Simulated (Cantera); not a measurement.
# Catalytic combustion on Pt

An isothermal plug-flow reactor at 950 K and 1.10 bar (inlet), inlet velocity 0.46 m/s, active area per volume 590 1/m; feed CH4 : O2 : N2 : H2O = 0.0043 : 0.025 : 0.79 : 0.017 (molar parts), equivalence ratio 0.34.

Model: Deutschmann's 1995 Pt surface mechanism with GRI-Mech 3.0 gas chemistry, integrated in Cantera. Catalytic surfaces can have several steady states; this one follows from the mechanism file's or the stated starting coverage. Mass transfer to the wall is taken as infinitely fast.

| z (m) | x CH4 | x O2 | x H2O | x CO2 | x CO | θ free Pt | θ O* | θ OH* |
|---|---|---|---|---|---|---|---|---|
| 0.00092 | 0.00473 | 0.0291 | 0.0211 | 0.000407 | 2.12e-6 | 0.202 | 0.795 | 0.00331 |
| 0.0015 | 0.00449 | 0.0286 | 0.0216 | 0.000651 | 2.02e-6 | 0.202 | 0.794 | 0.00335 |
| 0.0026 | 0.00405 | 0.0277 | 0.0225 | 0.00108 | 1.83e-6 | 0.204 | 0.793 | 0.00342 |
| 0.0043 | 0.00345 | 0.0265 | 0.0237 | 0.00168 | 1.57e-6 | 0.205 | 0.791 | 0.00352 |
| 0.0071 | 0.00263 | 0.0249 | 0.0253 | 0.00250 | 1.20e-6 | 0.208 | 0.788 | 0.00366 |
| 0.012 | 0.00161 | 0.0229 | 0.0274 | 0.00351 | 7.45e-7 | 0.212 | 0.785 | 0.00383 |
| 0.02 | 0.000700 | 0.0210 | 0.0292 | 0.00442 | 3.28e-7 | 0.215 | 0.781 | 0.00397 |
| 0.033 | 0.000173 | 0.0200 | 0.0302 | 0.00494 | 8.30e-8 | 0.217 | 0.779 | 0.00406 |
| 0.055 | 1.58e-5 | 0.0197 | 0.0305 | 0.00510 | 9.30e-9 | 0.218 | 0.778 | 0.00408 |
| 0.092 | 2.76e-7 | 0.0196 | 0.0306 | 0.00512 | 1.47e-9 | 0.218 | 0.778 | 0.00409 |
x: gas mole fraction; θ: surface coverage.
